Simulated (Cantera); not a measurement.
A jet of CH4 : O2 : N2 = 0.014 : 0.15 : 0.79 (molar parts), equivalence ratio 0.19 at 300 K and 44000 Pa hits a platinum plate 8.4 cm away at a mass flux of 0.071 kg/m²/s; the plate temperature is set and raised in steps from an oxygen-covered start.

Detailed kinetics in Cantera: Deutschmann's 1995 Pt surface mechanism with GRI-Mech 3.0 gas chemistry. Catalytic surfaces can have several steady states; this one follows from the mechanism file's or the stated starting coverage.

One state of this run: wall x CH4 = 0.000660; wall x O2 = 0.128; wall x H2O = 0.0258; wall x OH = 1.31e-6; wall x CO = 3.44e-6; wall x CO2 = 0.0168; θ free Pt = 0.402; θ O* = 0.596; θ OH* = 0.00148. x: mole fraction at the wall; θ: surface coverage.

Question: Which value of plate T (K) does it belong to?
(A) 1150
(B) 1000
(C) 1250
(D) 1200

Answer: A, 1150
